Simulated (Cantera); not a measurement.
What does this Cantera script print?

```python
import numpy as np
import cantera as ct

gas = ct.Solution("h2o2.yaml")
gas.TPX = 1425, 710, {'H2': 0.22, 'O2': 1, 'N2': 1.1}
reactor = ct.IdealGasConstPressureReactor(gas, energy="off", clone=False)
net = ct.ReactorNet([reactor])
net.rtol, net.atol = 1e-08, 1e-18
show = ['H2', 'O2', 'H2O', 'H', 'OH']
times = np.geomspace(0.0003, 300, 15)

steps = ct.SolutionArray(gas, extra=["t"])
rows = []
print(f"{'t/s':>10s}{'T/K':>9s}{'P/Pa':>11s}" + "".join(f"{s:>11s}" for s in show))
for t in times:
    while net.time < t:
        t_next = net.step()
        steps.append(gas.state, t=t_next)
    rows.append([np.interp(t, steps.t, y) for y in (steps.T, steps.P, *steps(*show).X.T)])
    print(f"{t:10.3e}{rows[-1][0]:9.1f}{rows[-1][1]:11.4g}" + "".join(f"{x:11.3e}" for x in rows[-1][2:]))
rate = np.gradient(steps.T, steps.t)
print("integrator steps:", len(steps.t))
if steps.T.max() > steps.T[0] + 200:
    print(f"time of steepest temperature rise: {steps.t[rate.argmax()]:.4e} s")
gas.TPX = 1425, 710, {'H2': 0.22, 'O2': 1, 'N2': 1.1}
gas.equilibrate("TP")
print(f"equilibrium (TP): T = {gas.T:.1f} K  " + "  ".join(f"{s} {gas[s].X[0]:.3e}" for s in show))
```

Output:

```
       t/s      T/K       P/Pa         H2         O2        H2O          H         OH
 3.000e-04   1425.0        710  9.483e-02  4.310e-01  4.918e-07  4.015e-07  2.521e-07
 8.048e-04   1425.0        710  9.477e-02  4.310e-01  3.833e-05  2.141e-05  1.424e-05
 2.159e-03   1425.0        710  1.262e-02  3.760e-01  6.281e-02  2.710e-02  1.173e-02
 5.792e-03   1425.0        710  4.426e-03  3.669e-01  7.339e-02  2.507e-02  9.122e-03
 1.554e-02   1425.0        710  4.299e-03  3.683e-01  7.447e-02  2.370e-02  9.006e-03
 4.168e-02   1425.0        710  3.965e-03  3.716e-01  7.713e-02  2.036e-02  8.688e-03
 1.118e-01   1425.0        710  3.153e-03  3.790e-01  8.282e-02  1.358e-02  7.823e-03
 3.000e-01   1425.0        710  1.692e-03  3.902e-01  9.113e-02  4.923e-03  5.814e-03
 8.048e-01   1425.0        710  4.570e-04  3.990e-01  9.689e-02  6.568e-04  3.054e-03
 2.159e+00   1425.0        710  7.710e-05  4.018e-01  9.875e-02  4.484e-05  1.259e-03
 5.792e+00   1425.0        710  1.364e-05  4.025e-01  9.925e-02  3.327e-06  5.303e-04
 1.554e+01   1425.0        710  3.212e-06  4.026e-01  9.941e-02  3.801e-07  2.574e-04
 4.168e+01   1425.0        710  1.379e-06  4.026e-01  9.946e-02  1.070e-07  1.687e-04
 1.118e+02   1425.0        710  1.233e-06  4.027e-01  9.946e-02  9.055e-08  1.596e-04
 3.000e+02   1425.0        710  1.233e-06  4.027e-01  9.946e-02  9.051e-08  1.596e-04
integrator steps: 1687
equilibrium (TP): T = 1425.0 K  H2 1.233e-06  O2 4.027e-01  H2O 9.946e-02  H 9.051e-08  OH 1.596e-04
```

Computed with Cantera and the H2/O2 subset of GRI-Mech 3.0, which has no nitrogen chemistry. Radical loss at walls, strong at low pressure, is not modelled. The temperature is held fixed by assumption; the heat of reaction is taken as removed at once.
